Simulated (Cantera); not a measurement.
# Reactions in the system C-O-Si

Cantera with NASA thermochemical tables; ideal gases at 1 bar, condensed phases pure. Values are per mole of reaction as written; species without (g) are pure solids or liquids, kept so even where they would boil at 1 bar.

2 O(g) + SiC2(g) → 2 CO(g) + Si(g)

| T (K) | ΔH° (kJ) | ΔS° (J/K) | ΔG° (kJ) | log10 K |
|---|---|---|---|---|
| 1050 | -893.9 | -11.1 | -882.3 | 43.89 |
| 1100 | -894.5 | -11.6 | -881.8 | 41.87 |
| 1150 | -895.1 | -12.1 | -881.2 | 40.02 |
| 1200 | -895.7 | -12.6 | -880.6 | 38.33 |
| 1250 | -896.3 | -13.1 | -879.9 | 36.77 |

SiC2(g) + 2 SiO(g) → 3 Si(g) + 2 CO(g)

```tsv
T (K)	ΔH° (kJ)	ΔS° (J/K)	ΔG° (kJ)	log10 K
1050	718.4	248.1	457.9	-22.78
1100	718.4	248.1	445.5	-21.16
1150	718.4	248.1	433.1	-19.67
1200	718.4	248.1	420.7	-18.31
1250	718.4	248.1	408.3	-17.06
```
